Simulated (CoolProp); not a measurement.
n-perfluorohexane at 385.85 K and 2.57 MPa is throttled through a valve to 0.509 MPa with no heat exchange. Each further row changes one setting.

The numbers come from the reference Helmholtz-energy equation of state, Gao 2022 in CoolProp.

| case | temperature change (K) | final phase | final density (kg/m³) |
|---|---|---|---|
| as stated | -0.2 | liquid | 1370 |
| outlet pressure 0.153 MPa | -42.8 | two-phase, vapour fraction 0.612 | 32.1 |
| outlet pressure 0.662 MPa | -0.2 | liquid | 1380 |
